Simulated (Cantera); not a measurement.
A Cantera script and what it prints.

```python
import numpy as np
import cantera as ct

gas_names = [...]  # 113 gases of nasa_gas.yaml made of C, H, O, Pb
cond_names = """
    C(gr) C6H6(L) C7H8(L) C8H18(L),n-octa H2O(s) H2O(L) Pb(cr) Pb(L) PbO(rd) PbO(yw) PbO(L) PbO2(s)
    Pb3O4(s)
""".split()


# ... load() reads the species with a 1 bar reference pressure and builds the phases ...
atoms = {
    'PbO': {'Pb': 1, 'O': 1},
    'CO': {'C': 1, 'O': 1},
    'H2': {'H': 2},
}
top_T = {'C(gr)': 4500, 'Pb3O4(s)': 820}  # K; cautious upper limits of use, not melting points


# ... equilibrate(T, P, feed) seeds the gas with the atoms and calls Mixture.equilibrate('TP', solver="vcs", rtol=1e-11, max_steps=5000) ...
results = []
T = 1623  # K
P = 470  # Pa
for m in [0.67, 0.96, 1.4, 2, 2.9, 4.1, 5.9, 8.5, 12, 18]:
    feed = {'PbO': 1, 'CO': m, 'H2': 0.1}  # mol
    mix = equilibrate(T, P, feed)
    results.append((T, P, feed, dict(zip(mix.species_names, mix.species_moles))))

top = {s: max(r[3][s] / sum(r[3][g] for g in gas_names) for r in results) for s in gas_names}
cols = sorted((s for s in top if top[s] > 0.0001), key=lambda s: -top[s])[:5]
seen = [c for c in cond_names if any(r[3].get(c, 0) > 1e-12 for r in results)]
print("log10 of partial pressures in bar; condensed amounts in mol")
print(f"{'n(CO)':>10s}" + "".join(f"{s[:9]:>10s}" for s in cols + seen))
for T, P, feed, n in results:
    ng = sum(n[g] for g in gas_names)
    print(f"{feed['CO']:10.4g}" + "".join(f"{np.log10(max(n[s] / ng * P / 1e5, 1e-99)):10.3f}" for s in cols)
          + "".join(f"{n.get(c, 0):10.4g}" for c in seen))
```

It prints:

```
log10 of partial pressures in bar; condensed amounts in mol
     n(CO)        CO        Pb       CO2       PbO       H2O
      0.67    -4.825    -2.689    -2.754    -3.219    -3.579
      0.96    -3.723    -2.653    -2.699    -4.229    -3.655
       1.4    -3.036    -2.728    -2.767    -5.058    -3.796
         2    -2.788    -2.820    -2.853    -5.485    -3.958
       2.9    -2.638    -2.931    -2.957    -5.850    -4.155
       4.1    -2.546    -3.044    -3.066    -6.164    -4.361
       5.9    -2.479    -3.173    -3.190    -6.483    -4.599
       8.5    -2.433    -3.310    -3.323    -6.799    -4.856
        12    -2.403    -3.445    -3.455    -7.097    -5.113
        18    -2.378    -3.609    -3.616    -7.446    -5.429
```

Cantera equilibrium calculation (NASA polynomials, part measured and part estimated; ideal gas, pure solids and liquids). Gases not in the tables: (PbO)n polymers.
